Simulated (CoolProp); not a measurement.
Properties of sulfur dioxide along the isotherm 525 K (Tc = 430.6 K, pc = 78.87 bar, ω = 0.256).

Values from CoolProp's reference Helmholtz-energy equation of state, Gao 2016.

```
p (bar)          phase  cp (kJ/(kg K))  expansivity (1/kK)
-------  -------------  --------------  ------------------
0.374              gas          0.7381               1.911
0.564              gas          0.7385               1.914
0.851              gas             ___               1.918
1.28               gas             ___               1.925
1.94               gas          0.7416               1.935
2.92               gas          0.7438               1.951
4.41               gas             ___               1.975
6.65               gas             ___               2.012
10                 gas          0.7605               2.068
15.1               gas          0.7733                 ___
22.8               gas          0.7939               2.303
34.5               gas          0.8288               2.547
52                 gas          0.8904               2.975
78.4               gas             ___               3.796
118      supercritical           1.272               5.503
```

Problem. Fill in the missing entries.

Solution. 
- 0.851, cp (kJ/(kg K)): 0.7391
- 1.28, cp (kJ/(kg K)): 0.7401
- 4.41, cp (kJ/(kg K)): 0.7472
- 6.65, cp (kJ/(kg K)): 0.7524
- 15.1, expansivity (1/kK): 2.158
- 78.4, cp (kJ/(kg K)): 1.010
